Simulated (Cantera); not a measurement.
Feed: 1 mol CH₃Cl, 0.97 mol Si, 2 mol H₂, at 56.0 mbar.

These are equilibrium values from Cantera (NASA tables, ideal gas, pure condensed phases), not measurements of a reactor. Candidate condensed phases: C, C₆H₆, C₇H₈, C₈H₁₈, Si, SiC; 109 gas species. The tables' values for SiCl, SiCl₃, CCl are old estimates; treat these amounts as uncertain. Gases not in the tables: Si₂H₆ and higher silanes. Rates play no part.

x: gas mole fraction; n: condensed amount in mol.

| T (K) | x H | x H₂ | x HCl | x Cl | x Si | x SiC₂ | x C₂H₂ (acetylene) | x Si₂C | x SiCl₂ | x C₃ | n C(graphite) | n SiC(s) |
|---|---|---|---|---|---|---|---|---|---|---|---|---|
| 2600 | 0.124 | 0.588 | 0.149 | 0.0221 | 0.0522 | 0.0179 | 0.00954 | 0.00956 | 0.0155 | 3.95e-5 | 0.271 | 0.419 |
| 2675 | 0.156 | 0.510 | 0.128 | 0.0272 | 0.0876 | 0.0363 | 0.0110 | 0.0165 | 0.0126 | 0.000112 | 0.407 | 0 |
| 2750 | 0.197 | 0.464 | 0.123 | 0.0361 | 0.0902 | 0.0447 | 0.0131 | 0.0110 | 0.00773 | 0.000301 | 0.289 | 0 |
| 2825 | 0.244 | 0.417 | 0.114 | 0.0458 | 0.0891 | 0.0524 | 0.0151 | 0.00690 | 0.00443 | 0.000765 | 0.153 | 0 |
| 2900 | 0.295 | 0.368 | 0.102 | 0.0558 | 0.0853 | 0.0586 | 0.0169 | 0.00415 | 0.00238 | 0.00183 | 0 | 0 |
| 2975 | (withheld) | (withheld) | (withheld) | (withheld) | 0.0869 | 0.0551 | (withheld) | (withheld) | (withheld) | (withheld) | 0 | 0 |
| 3050 | 0.408 | 0.276 | 0.0737 | 0.0738 | 0.0878 | 0.0505 | 0.0123 | 0.00160 | 0.000711 | 0.00460 | 0 | 0 |
| 3125 | 0.464 | 0.231 | 0.0600 | 0.0814 | 0.0886 | 0.0451 | 0.00978 | 0.001000 | 0.000378 | 0.00664 | 0 | 0 |
| 3200 | 0.517 | 0.189 | 0.0477 | 0.0877 | 0.0894 | 0.0392 | 0.00735 | 0.000629 | 0.000199 | 0.00893 | 0 | 0 |
| 3275 | 0.563 | (withheld) | (withheld) | 0.0926 | 0.0906 | (withheld) | (withheld) | (withheld) | (withheld) | (withheld) | 0 | 0 |
| 3350 | 0.602 | 0.119 | 0.0283 | 0.0962 | 0.0921 | 0.0270 | 0.00350 | 0.000255 | 5.59e-5 | 0.0130 | 0 | 0 |

Question: Complete the blanks.

Answer: 
- 3275, x H₂: 0.151
- 3275, x HCl: 0.0371
- 3275, x SiC₂: 0.0330
- 3275, x C₂H₂ (acetylene): 0.00521
- 3275, x Si₂C: 0.000399
- 3275, x SiCl₂: 0.000105
- 3275, x C₃: 0.0112
- 2975, x H: 0.351
- 2975, x H₂: 0.322
- 2975, x HCl: 0.0879
- 2975, x Cl: 0.0652
- 2975, x C₂H₂ (acetylene): 0.0147
- 2975, x Si₂C: 0.00258
- 2975, x SiCl₂: 0.00132
- 2975, x C₃: 0.00298
